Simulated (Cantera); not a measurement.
A closed system holds: 1 mol SrCl2, 0.7 mol H2, 0.45 mol N2, at 925 °C.

Equilibrium computed with Cantera from the NASA thermochemical tables; the gas is ideal and each condensed phase is pure. Candidate condensed phases: NH4Cl, Sr, SrCl2; 15 gas species. Rates play no part.

x: gas mole fraction; n: condensed amount in mol.

| P (Pa) | x H2 | x SrCl2 | x N2 | x HCl | x SrCl | x H | n SrCl2(l) |
|---|---|---|---|---|---|---|---|
| 0.100 | 0.325 | 0.464 | 0.209 | 0.00114 | 0.000982 | 0.000108 | 0 |
| 1.60 | 0.564 | ___ | 0.363 | ___ | ___ | ___ | ___ |
| 25 | 0.606 | 0.00467 | 0.389 | 3.71e-5 | 2.61e-5 | 9.36e-6 | 0.995 |
| 400 | 0.609 | ___ | 0.391 | ___ | ___ | ___ | 1.000 |
| 6300 | 0.609 | 1.85e-5 | 0.391 | 7.50e-7 | 3.24e-7 | 5.91e-7 | 1.000 |
| 100000 | 0.609 | 1.17e-6 | 0.391 | 1.11e-7 | 3.45e-8 | 1.48e-7 | 1.000 |

Problem. What belongs in the gaps?

Solution. 
- 1.60, x SrCl2: 0.0729
- 1.60, x HCl: 0.000266
- 1.60, x SrCl: 0.000217
- 1.60, x H: 3.57e-5
- 1.60, n SrCl2(l): 0.909
- 400, x SrCl2: 0.000292
- 400, x HCl: 5.17e-6
- 400, x SrCl: 2.94e-6
- 400, x H: 2.34e-6
